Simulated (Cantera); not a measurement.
Feed: 1 mol Al, 2.1 mol I₂, 14 mol N₂, held at 0.000100 bar.

Method: chemical equilibrium by Gibbs-energy minimisation in Cantera with the NASA 1993 tables (ideal gas, pure condensed phases). Candidate condensed phases: Al, AlI₃, AlN, I₂; 10 gas species. Rates play no part.

log p: log10 of the partial pressure in bar; n: condensed amount in mol.

| T (K) | log p N₂ | log p I | log p AlI | log p AlI₃ | log p I₂ | log p Al | n AlN(s) |
|---|---|---|---|---|---|---|---|
| 948 | -4.11 | -4.67 | -10.73 | -6.19 | -6.39 | <-16 | 0.888 |
| 1023 | -4.12 | -4.63 | … | … | … | <-16 | 0.978 |
| 1098 | -4.12 | -4.63 | -8.64 | -7.58 | -7.46 | <-16 | 0.995 |
| 1173 | -4.12 | -4.63 | -7.82 | -8.19 | -7.93 | -14.35 | 0.996 |
| 1248 | -4.12 | -4.63 | … | … | … | … | 0.986 |
| 1323 | -4.12 | -4.63 | -6.48 | -9.25 | -8.72 | -11.12 | 0.941 |
| 1398 | -4.12 | -4.65 | -5.93 | -9.74 | -9.08 | -9.77 | 0.791 |
| 1473 | -4.12 | -4.70 | -5.48 | -10.28 | -9.48 | -8.56 | 0.400 |
| 1548 | -4.11 | -4.75 | -5.26 | -10.99 | -9.86 | -7.64 | 0 |

Problem. Fill in the missing entries.

Solution. 
- 1023, log p AlI: -9.59
- 1023, log p AlI₃: -6.90
- 1023, log p I₂: -6.94
- 1248, log p AlI: -7.10
- 1248, log p AlI₃: -8.74
- 1248, log p I₂: -8.34
- 1248, log p Al: -12.64
